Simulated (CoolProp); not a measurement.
Vapour-liquid equilibrium of dimethyl ether (1) + R236FA (2) at 74.65 °C; x and y are mole fractions of (1).

Computed with CoolProp (multi-fluid Helmholtz-energy mixture model, Wu 2011 and Pan 2012; pair parameters Bell 2016).

Question: Give the bubble pressure and the first vapour's composition at x = 0.275, 0.65, 0.725. Is there an azeotrope?

Answer: x = 0.275: 1149 kPa, y = 0.314; x = 0.65: 1439 kPa, y = 0.760; x = 0.725: 1539 kPa, y = 0.830. No azeotrope shows between x = 0.05 and 0.95.

The pair parameters rest on a limited set of measurements; away from them the model extrapolates.
